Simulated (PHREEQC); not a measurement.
Solution (67 °C): 0.066 mol/kgw HF, 0.0058 mol/kgw NaF and 0.0047 mol/kgw H2SiF6. Closed to the air; pH follows from the charge balance.

The numbers come from PHREEQC with the ion-association model, phreeqc.dat.

Each row changes one thing in this solution. This is a speciation only: nothing precipitates in the calculation.

| case | pH | ionic strength (mol/kgw) | HF (mol/kgw) | F- (mol/kgw) | HF2- (mol/kgw) | NaF (mol/kgw) | SI of Quartz (SiO2) |
|---|---|---|---|---|---|---|---|
| as made | 2.16 | 0.0184 | 0.0666 | 0.00330 | 0.000963 | 8.17e-6 | -3.93 |
| temperature from 67 to 80 °C | 2.20 | 0.0177 | 0.0674 | 0.00279 | (withheld) | 6.89e-6 | -3.10 |
| diluted 2-fold with water | 2.37 | 0.00995 | 0.0326 | 0.00254 | (withheld) | 3.37e-6 | -2.74 |
| HF from 0.066 to 0.0132 mol/kgw | 2.35 | 0.0154 | 0.0177 | 0.00136 | 0.000106 | 3.45e-6 | -0.86 |
| HF from 0.066 to 0.132 mol/kgw | 2.02 | (withheld) | 0.128 | 0.00466 | (withheld) | 1.13e-5 | -5.38 |
| HF from 0.066 to 0.33 mol/kgw | 1.78 | 0.0298 | 0.311 | 0.00664 | 0.00907 | 1.54e-5 | (withheld) |

Problem. Fill in the missing entries.

Solution. 
- temperature from 67 to 80 °C, HF2- (mol/kgw): 0.000806
- diluted 2-fold with water, HF2- (mol/kgw): 0.000364
- HF from 0.066 to 0.132 mol/kgw, ionic strength (mol/kgw): 0.0214
- HF from 0.066 to 0.132 mol/kgw, HF2- (mol/kgw): 0.00262
- HF from 0.066 to 0.33 mol/kgw, SI of Quartz (SiO2): -7.25

Complexes and solids missing from the database can't appear. Constants without temperature data keep their 25 °C values here. SiF6-2 is the database's only silicon fluoride.
